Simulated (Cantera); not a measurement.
Input: 1 mol SiCl₄, 0.35 mol N₂, 39 mol H₂, at 0.720 bar.

Cantera equilibrium calculation (NASA polynomials, part measured and part estimated; ideal gas, pure solids and liquids). Candidate condensed phases: NH₄Cl, Si, Si₃N₄; 28 gas species. N₂ is the only nitrogen source here; it is nearly inert below about 1500 K, so the nitride shown seldom forms there in practice. The tables' values for SiCl₃ are old estimates; treat these amounts as uncertain. The numbers say what is thermodynamically allowed, not how fast it happens. All values below are at 1323 K.

Base state: H₂ 0.926, HCl 0.0625, SiCl₄ 0.00400, SiHCl₃ 0.00301, SiCl₂ 0.00289, SiCl₃ 0.00146, SiH₂Cl₂ 0.000324 (mole fractions); condensed: Si₃N₄(s).

Problem. What changes in the equilibrium state with this change: N₂ from 0.35 to 75 mol?

Solution. 
```json
[
 {"species": "N₂", "before": "9.98e-6", "after": "0.645"},
 {"species": "H₂", "before": "0.926", "after": "0.321"},
 {"species": "HCl", "before": "0.0625", "after": "0.0347"},
 {"species": "SiCl₄", "before": "0.00400", "after": "1.96e-6"},
 {"species": "SiH₂Cl₂", "before": "0.000324", "after": "6.19e-8"},
 {"species": "SiHCl₃", "before": "0.00301", "after": "9.20e-7"},
 {"species": "Si₃N₄(s), mol", "before": "0.175", "after": "0.333"}
]
```
